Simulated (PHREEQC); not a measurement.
A solution holds 0.00021 mol CdCl2 and 0.0024 mol NaF per kg of water, at 25 °C. Closed to the air; pH follows from the charge balance.

Equilibrium calculation in PHREEQC: ion-association model, phreeqc.dat.

**Question.** The ionic strength comes out as 0.00300 mol/kgw. What activity coefficients do F-, CdCl+, Na+, CdF+, Cd+2 get?

**Answer.** F- 0.94, CdCl+ 0.94, Na+ 0.94, CdF+ 0.94, Cd+2 0.79.

No solid was allowed to form.
